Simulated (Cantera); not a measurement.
Input (Python, Cantera):

```python
import numpy as np
import cantera as ct

gas = ct.Solution("gri30.yaml")
gas.TPX = 1100, 37000, {'C2H6': 1, 'N2': 38}
reactor = ct.IdealGasConstPressureReactor(gas, energy="off", clone=False)
net = ct.ReactorNet([reactor])
net.rtol, net.atol = 1e-08, 1e-18
show = ['C2H6', 'CH3', 'CH2', 'C2H2', 'CH4', 'HCN', 'H']
times = np.geomspace(0.0004, 1, 12)

steps = ct.SolutionArray(gas, extra=["t"])
rows = []
print(f"{'t/s':>10s}{'T/K':>9s}{'P/Pa':>11s}" + "".join(f"{s:>11s}" for s in show))
for t in times:
    while net.time < t:
        t_next = net.step()
        steps.append(gas.state, t=t_next)
    rows.append([np.interp(t, steps.t, y) for y in (steps.T, steps.P, *steps(*show).X.T)])
    print(f"{t:10.3e}{rows[-1][0]:9.1f}{rows[-1][1]:11.4g}" + "".join(f"{x:11.3e}" for x in rows[-1][2:]))
rate = np.gradient(steps.T, steps.t)
print("integrator steps:", len(steps.t))
if steps.T.max() > steps.T[0] + 200:
    print(f"time of steepest temperature rise: {steps.t[rate.argmax()]:.4e} s")
gas.TPX = 1100, 37000, {'C2H6': 1, 'N2': 38}
gas.equilibrate("TP")
print(f"equilibrium (TP): T = {gas.T:.1f} K  " + "  ".join(f"{s} {gas[s].X[0]:.3e}" for s in show))
```

Result:

```
       t/s      T/K       P/Pa       C2H6        CH3        CH2       C2H2        CH4        HCN          H
 4.000e-04   1100.0    3.7e+04  2.564e-02  5.455e-07  2.108e-13  1.572e-13  1.224e-07  2.952e-18  7.602e-09
 8.146e-04   1100.0    3.7e+04  2.564e-02  9.101e-07  9.131e-13  8.195e-12  4.444e-07  2.013e-16  2.747e-08
 1.659e-03   1100.0    3.7e+04  2.563e-02  1.331e-06  3.296e-12  3.605e-10  1.457e-06  9.501e-15  8.422e-08
 3.379e-03   1100.0    3.7e+04  2.556e-02  1.973e-06  1.017e-11  1.077e-08  4.440e-06  1.560e-13  1.903e-07
 6.881e-03   1100.0    3.7e+04  2.535e-02  3.140e-06  2.524e-11  1.775e-07  1.419e-05  8.315e-13  2.950e-07
 1.401e-02   1100.0    3.7e+04  2.479e-02  3.696e-06  3.403e-11  1.575e-06  4.157e-05  1.974e-12  3.386e-07
 2.854e-02   1100.0    3.7e+04  2.362e-02  3.614e-06  3.367e-11  9.003e-06  1.016e-04  3.012e-12  3.520e-07
 5.813e-02   1100.0    3.7e+04  2.133e-02  3.369e-06  3.148e-11  4.148e-05  2.257e-04  3.930e-12  3.724e-07
 1.184e-01   1100.0    3.7e+04  1.710e-02  2.913e-06  2.715e-11  1.682e-04  4.780e-04  4.777e-12  4.078e-07
 2.411e-01   1100.0    3.7e+04  1.051e-02  2.147e-06  1.928e-11  5.973e-04  9.409e-04  5.527e-12  4.524e-07
 4.910e-01   1100.0    3.7e+04  3.869e-03  1.160e-06  8.548e-12  1.699e-03  1.535e-03  6.045e-12  4.326e-07
 1.000e+00   1100.0    3.7e+04  8.843e-04  4.895e-07  2.076e-12  3.389e-03  1.919e-03  6.230e-12  2.770e-07
integrator steps: 729
equilibrium (TP): T = 1100.0 K  C2H6 7.524e-06  CH3 1.082e-07  CH2 1.323e-14  C2H2 4.029e-03  CH4 1.915e-02  HCN 1.880e-02  H 5.925e-09
```

Computed with Cantera and GRI-Mech 3.0 (53 species, 325 reactions). GRI-Mech 3.0 stops at C3 and has no aromatics, soot or wall deposition, so with more carbon than oxygen in the feed, carbon stays in small species such as C2H2 where larger ones or solid carbon would form.
